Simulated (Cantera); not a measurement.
## Equilibrium for hydrogen reduction and annealing atmospheres: FeS₂ + H₂ + N₂

A closed system holds: 1 mol FeS₂, a varied amount of H₂, 0.71 mol N₂, equilibrated at 1402 °C and 100000 Pa.

Cantera equilibrium calculation (NASA polynomials, part measured and part estimated; ideal gas, pure solids and liquids). Candidate condensed phases: Fe, FeS, FeS₂, S; 16 gas species. FeS: taken at fixed stoichiometry. Equilibrium is a limit: real reactors are often held back by kinetics, nucleation or transport.

From 1.3 mol H₂ to 20 mol H₂ the condensed part is FeS(l). The main Fe-bearing gas is Fe throughout.

| n(H₂) (mol) | x H₂ | x N₂ | x H₂S | x S₂ | n FeS(l) |
|---|---|---|---|---|---|
| 1.3 | 0.362 | 0.312 | 0.207 | 0.113 | 1.00 |
| 1.7 | 0.432 | 0.270 | 0.210 | 0.0819 | 1.00 |
| 2.4 | 0.529 | 0.216 | 0.200 | 0.0497 | 1.000 |
| 3.2 | 0.608 | 0.176 | 0.181 | 0.0308 | 1.000 |
| 4.4 | 0.689 | 0.136 | 0.154 | 0.0173 | 1.000 |
| 5.9 | 0.754 | 0.106 | 0.127 | 0.00986 | 1.000 |
| 8.1 | 0.812 | 0.0801 | 0.100 | 0.00527 | 1.000 |
| 11 | 0.857 | 0.0604 | 0.0779 | 0.00286 | 1.000 |
| 15 | 0.893 | 0.0451 | 0.0593 | 0.00153 | 1.000 |
| 20 | 0.918 | 0.0342 | 0.0457 | 0.000855 | 1.000 |
x: gas mole fraction; n: condensed amount in mol.
